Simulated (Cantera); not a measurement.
A Cantera script and its output.

```python
import numpy as np
import cantera as ct

gas = ct.Solution("gri30.yaml")
gas.TPX = 1998, 51000, {'CH4': 6.7, 'H2O': 2.6, 'H2': 0.087}
inlet = ct.Reservoir(gas, clone=True)

reactor = ct.IdealGasConstPressureReactor(gas, energy="off", clone=False)
exhaust = ct.Reservoir(gas, clone=True)
tau = [15, 6.6, 2.9, 1.3, 0.56, 0.24, 0.11, 0.047, 0.021, 0.009][0]
for a, b in ((inlet, reactor), (reactor, exhaust)):
    ct.MassFlowController(a, b, mdot=lambda t: reactor.mass / tau)
net = ct.ReactorNet([reactor])
show = ['CH4', 'H2O', 'H2', 'H', 'OH', 'CH2']

rows = []
print(f"{'tau/s':>10s}{'T/K':>9s}" + "".join(f"{s:>11s}" for s in show))
for tau in [15, 6.6, 2.9, 1.3, 0.56, 0.24, 0.11, 0.047, 0.021, 0.009]:
    net.initial_time = 0.0
    net.advance(30 * tau)
    before = gas.X
    net.advance(40 * tau)
    drift = np.max(np.abs(gas.X - before) / (gas.X + 1e-9))
    rows.append([gas.T, *gas[show].X, drift])
    print(f"{tau:10.3e}{gas.T:9.1f}" + "".join(f"{x:11.3e}" for x in gas[show].X))
```

Output:

```
     tau/s      T/K        CH4        H2O         H2          H         OH        CH2
 1.500e+01   1998.0  2.246e-03  3.219e-04  7.474e-01  1.954e-03  8.321e-08  3.912e-07
 6.600e+00   1998.0  2.807e-03  7.268e-04  7.467e-01  1.951e-03  1.877e-07  4.882e-07
 2.900e+00   1998.0  3.782e-03  1.633e-03  7.452e-01  1.945e-03  4.214e-07  6.562e-07
 1.300e+00   1998.0  5.316e-03  3.552e-03  7.426e-01  1.935e-03  9.150e-07  9.188e-07
 5.600e-01   1998.0  7.814e-03  7.813e-03  7.375e-01  1.918e-03  2.008e-06  1.342e-06
 2.400e-01   1998.0  1.164e-02  1.639e-02  7.282e-01  1.888e-03  4.199e-06  1.979e-06
 1.100e-01   1998.0  1.681e-02  3.018e-02  7.140e-01  1.845e-03  7.703e-06  2.816e-06
 4.700e-02   1998.0  2.506e-02  5.296e-02  6.907e-01  1.778e-03  1.345e-05  4.076e-06
 2.100e-02   1998.0  3.662e-02  8.082e-02  6.609e-01  1.691e-03  2.037e-05  5.657e-06
 9.000e-03   1998.0  5.496e-02  1.125e-01  6.229e-01  1.574e-03  2.794e-05  7.734e-06
```

Detailed kinetics in Cantera: GRI-Mech 3.0 (53 species, 325 reactions). GRI-Mech 3.0 stops at C3 and has no aromatics, soot or wall deposition, so with more carbon than oxygen in the feed, carbon stays in small species such as C2H2 where larger ones or solid carbon would form.
